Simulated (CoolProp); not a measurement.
The fluid at 293.15 K and 0.394 MPa (stagnation) flows isentropically through a choked orifice. The same conditions are run with several fluids, on thermodynamics alone (safety and materials aside).

Model: reference Helmholtz-energy equation of state of each fluid (CH3F (R41): Lemmon 2006; R410A: Lemmon 2003; carbon monoxide: Lemmon 2006; nitrogen: Span 2000; hydrogen chloride: Thol 2018), in CoolProp. Blends and air are pseudo-pure fits.

```tsv
fluid	throat to inlet pressure ratio	mass flux (kg/(m² s))	throat temperature (K)
CH3F (R41)	0.546	997	254.9
R410A	0.572	1410	269.0
carbon monoxide	0.528	916	244.1
nitrogen	0.528	916	244.1
hydrogen chloride	0.529	1060	244.7
```
